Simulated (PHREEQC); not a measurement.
Dissolve 0.00098 mol Na2HAsO4, 0.0016 mol H2SO4 and 0.00023 mol NaCl per kg of water at 45 °C. Closed to the air; pH follows from the charge balance.

The numbers come from PHREEQC with the ion-association model, wateq4f.dat.

This is a speciation only: nothing precipitates in the calculation.

Problem. Order these S species by the share of S that they hold, largest first: NaSO4-, HSO4-, SO4-2.

Solution. SO4-2 (83 %), HSO4- (16 %), NaSO4- (0.74 %)

The pH is 2.80 and the ionic strength 0.00521 mol/kgw. At this temperature some constants are extrapolated from 25 °C, and those without enthalpy data are left unchanged.
